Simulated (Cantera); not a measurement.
## Pyrogenic steam for wet oxidation

A perfectly stirred reactor is fed with 28.6 % H₂, 38.2 % O₂, 33.2 % N₂, at 0.132 atm; it is held at 1050 K, and followed from long to short residence time.

Detailed kinetics in Cantera: the H2/O2 subset of GRI-Mech 3.0, which has no nitrogen chemistry. The temperature is held fixed by assumption; the heat of reaction is taken as removed at once.

| τ (s) | x H₂ | x O₂ | x H₂O₂ | x HO₂ | x H₂O |
|---|---|---|---|---|---|
| 0.35 | 0.00169 | 0.279 | 2.89e-6 | 2.89e-5 | 0.332 |
| 0.18 | 0.00251 | 0.279 | 3.41e-6 | 3.62e-5 | 0.331 |
| 0.097 | 0.00359 | 0.279 | 3.84e-6 | 4.33e-5 | 0.329 |
| 0.051 | 0.00515 | 0.280 | 4.22e-6 | 5.09e-5 | 0.327 |
| 0.027 | 0.00730 | 0.280 | 4.55e-6 | 5.80e-5 | 0.325 |
| 0.014 | 0.0104 | 0.281 | 4.86e-6 | 6.48e-5 | 0.321 |
| 0.0076 | 0.0143 | 0.282 | 5.11e-6 | 7.02e-5 | 0.315 |
x: mole fraction; the columns are a selection and need not sum to one.
